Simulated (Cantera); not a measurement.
Charge: 1 mol MgSO₄, 0.068 mol H₂O, 0.15 mol O₂, held at 1523.15 K and 1.00 bar.

These are equilibrium values from Cantera (NASA tables, ideal gas, pure condensed phases), not measurements of a reactor. Candidate condensed phases: H₂O, H₂SO₄, Mg, MgO, Mg(OH)₂, MgS, MgSO₄, S; 26 gas species. Equilibrium is a limit: real reactors are often held back by kinetics, nucleation or transport.

Base state: SO₂ 0.574, O₂ 0.375, H₂O 0.0398, SO₃ 0.0117, OH 6.95e-5 (mole fractions); condensed: MgO(s).

Task: What changes in the equilibrium state with this change: temperature from 1523.15 K to 900 K?

Result: 
```csv
species,before,after
O₂,0.375,0.688
H₂O,0.0398,0.312
SO₃,0.0117,1.23e-7
SO₂,0.574,2.22e-8
OH,6.95e-5,3.12e-8
"MgO(s), mol",1.00,0
"MgSO₄(s), mol",0,1.00
```

Task: What changes in the equilibrium state with this change: temperature from 1523.15 K to 773.15 K?

Result: 
```csv
species,before,after
O₂,0.375,0.688
H₂O,0.0398,0.312
SO₂,0.574,<1e-9
SO₃,0.0117,<1e-9
OH,6.95e-5,<1e-9
"MgO(s), mol",1.00,0
"MgSO₄(s), mol",0,1.00
```
